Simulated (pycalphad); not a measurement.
## Phase fractions of Al-0.4073Mn-2.171Mg-0.2186Si (wt.%)

Source of the numbers: pycalphad with the COST 507 light-alloy database (1999); pressure 1 atm. These are 1990s assessments: newer ones move some temperatures and phases. Not assessed as a whole: an extrapolation from subsystems, which can miss ternary compounds. Phase fractions are per mole of atoms. Diffusion is slow at the low end, where real alloys seldom reach equilibrium.

| T (°C) | LIQUID | FCC_A1 | ALMNSI_ALPHA | MG2SI | AL6MN | AL12MN | ALMG_BETA |
|---|---|---|---|---|---|---|---|
| 677 | 1.000 | - | - | - | - | - | - |
| 627 | 0.143 | 0.857 | - | - | - | - | - |
| 577 | - | 0.995 | 0.005 | - | - | - | - |
| 527 | - | 0.990 | 0.008 | 0.002 | - | - | - |
| 477 | - | 0.987 | 0.009 | 0.004 | - | - | - |
| 427 | - | 0.985 | 0.010 | 0.004 | - | - | - |
| 377 | - | 0.984 | 0.011 | 0.005 | - | - | - |
| 327 | - | 0.980 | - | 0.006 | 0.014 | - | - |
| 277 | - | 0.980 | - | 0.006 | 0.014 | - | - |
| 227 | - | 0.968 | - | 0.006 | - | 0.026 | - |
| 177 | - | 0.968 | - | 0.006 | - | 0.026 | - |
| 127 | - | 0.965 | - | 0.006 | - | 0.026 | 0.003 |
| 77 | - | 0.943 | - | 0.006 | - | 0.026 | 0.025 |

Database names, with the compositions (at.%) that they take in these runs: ALMNSI_ALPHA: Al 72-78 Mn 17 Si 5-10; MG2SI: Mg 67 Si 33; AL6MN: Al 86 Mn 14; AL12MN: Al 92 Mn 8; ALMG_BETA: Al 61 Mg 39. FCC_A1 is fcc.
